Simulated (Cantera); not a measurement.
A freely propagating, adiabatic, planar premixed flame of 26.1 % H2, 10.9 % O2, 40.9 % N2, 22.2 % H2O, equivalence ratio 1.2, unburnt at 625 K and 2480 Torr; mixture-averaged transport, grid criteria slope 0.08 and curve 0.16, no radiation.

Detailed kinetics in Cantera: the H2/O2 subset of GRI-Mech 3.0, which has no nitrogen chemistry. The hydrogen kinetics of GRI-Mech 3.0 are dated; newer H2 mechanisms differ, most at raised pressure. Burning velocities carry a grid error of a few per cent, more on coarse grids.

x: mole fraction of selected species; z is measured from the peak of heat release.

```
z (mm)   T (K)  u (m/s)    x H2     x O2  x H2O      x H    x O    x H2O2
-------  -----  -------  ------  -------  -----  -------  -----  --------
-0.286     625     4.12   0.260    0.109  0.222    <1e-8  <1e-8     <1e-8
-0.191     625     4.12   0.260    0.109  0.222    <1e-8  <1e-8     <1e-8
-0.143     625     4.11   0.259    0.109  0.222    <1e-8  <1e-8   6.02e-8
-0.0953    629     4.11   0.254    0.110  0.224    <1e-8    [?]   8.08e-7
-0.0477    694     4.42   0.229    0.111  0.236  2.09e-5    [?]   3.91e-5
-0.0238    941     5.82   0.190    0.101  0.272  0.00110    [?]  0.000109
0         1305     7.91   0.137   0.0738  0.336  0.00712    [?]   3.78e-5
0.0238    1565     9.41  0.0931   0.0420  0.397   0.0143    [?]   6.16e-6
0.0477    1711     10.2  0.0698   0.0227  0.432   0.0167    [?]   3.84e-6
0.0953    1850     11.0  0.0560   0.0101  0.456   0.0142    [?]   2.26e-6
0.191     1963     11.6  0.0507  0.00516  0.470  0.00911    [?]   1.24e-6
0.381     2040     12.0  0.0473  0.00260  0.481  0.00536    [?]   6.94e-7
0.762     2088     12.3  0.0448  0.00112  0.487  0.00307    [?]   3.54e-7
```

**Question.** Fill in the missing entries.

**Answer.** 
- -0.0953, x O: 4.58e-8
- -0.0477, x O: 6.24e-6
- -0.0238, x O: 0.000151
- 0, x O: 0.00107
- 0.0238, x O: 0.00210
- 0.0477, x O: 0.00232
- 0.0953, x O: 0.00191
- 0.191, x O: 0.00108
- 0.381, x O: 0.000492
- 0.762, x O: 0.000193
